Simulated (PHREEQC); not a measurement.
HF is added in steps, without added water, to 1 kg of water holding 0.002 mol/kgw CuCl2 and 0.18 mol/kgw NaCl, at 25 °C. Oxygen alone is held at its pressure in air (log pO2 = -0.68). The system is closed to CO2. Only these solids could form: Cu(OH)2, Atacamite, Halite, CuF2:2H2O.

Base run: PHREEQC, ion-association model, wateq4f.dat. Each further column changes one thing. The table gives pH.

| HF added (mol) | base | CuCl2 replaced by Cu(BF4)2 at the same molality | diluted 100-fold with water | CuCl2 left out | no solid may form |
|---|---|---|---|---|---|
| 0 | 4.91 | 2.97 | 6.03 | … | 5.31 |
| 0.03438 | 2.32 | 2.32 | … | 2.33 | 2.32 |
| 0.1031 | 2.08 | 2.08 | … | 2.08 | 2.08 |
| 0.1375 | 2.02 | 2.02 | 2.05 | 2.02 | 2.02 |
| 0.2062 | 1.93 | 1.93 | 1.97 | 1.93 | 1.93 |
| 0.2406 | 1.90 | 1.90 | 1.93 | 1.90 | 1.90 |
| 0.3094 | 1.84 | 1.84 | … | … | 1.84 |
| 0.3438 | 1.82 | 1.82 | 1.86 | 1.82 | 1.82 |
| 0.4125 | 1.78 | 1.78 | 1.82 | 1.78 | 1.78 |
| 0.4469 | 1.77 | 1.77 | … | 1.77 | 1.77 |
| 0.5156 | 1.74 | 1.74 | 1.77 | 1.74 | 1.74 |
| 0.55 | 1.72 | 1.72 | 1.76 | 1.72 | 1.72 |

Q: Complete the blanks.

A: 
- 0, CuCl2 left out: 6.98
- 0.03438, diluted 100-fold with water: 2.36
- 0.1031, diluted 100-fold with water: 2.12
- 0.3094, diluted 100-fold with water: 1.88
- 0.3094, CuCl2 left out: 1.85
- 0.4469, diluted 100-fold with water: 1.80

wateq4f.dat counts part of the HF as a dimer, H2F2, which phreeqc.dat doesn't know; its constant is uncertain. Real BF4- forms and hydrolyses slowly; the run takes it at equilibrium. In at least one series the solution becomes supersaturated in solids that the run did not let form, among them Atacamite. Solids allowed in the column 'CuCl2 left out': Halite.
